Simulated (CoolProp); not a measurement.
Vapour-liquid equilibrium of propane (1) + n-perfluorobutane (2) at -42.95 °C; x and y are mole fractions of (1).

The numbers come from the multi-fluid Helmholtz-energy mixture model, Lemmon 2009 and Gao 2022; pair parameters Bell 2016 in CoolProp.

| x | bubble pressure, mixture model (kPa) | bubble pressure, Raoult's law (kPa) | y, mixture model | y, Raoult's law |
|---|---|---|---|---|
| 0.05 | 36.49 | 17.71 | 0.642 | 0.276 |
| 0.15 | 68.02 | 26.12 | 0.820 | 0.561 |
| 0.25 | 84.34 | 34.53 | 0.862 | 0.707 |
| 0.35 | 91.14 | 42.95 | 0.877 | 0.796 |
| 0.45 | 93.10 | 51.36 | 0.881 | 0.855 |
| 0.55 | 93.28 | 59.78 | 0.882 | 0.898 |
| 0.65 | 93.43 | 68.19 | 0.882 | 0.931 |
| 0.75 | 94.36 | 76.61 | 0.888 | 0.956 |
| 0.85 | 96.12 | 85.02 | 0.907 | 0.976 |
| 0.95 | 97.72 | 93.43 | 0.954 | 0.993 |

The largest gap from Raoult's law is +160.4 % in bubble pressure, at x = 0.15. No azeotrope shows between x = 0.05 and 0.95.

Pair parameters are fitted to limited data, so mixtures are less certain than the pure fluids. With so large a gap from Raoult's law the liquid may split in two, which this calculation doesn't test in full.
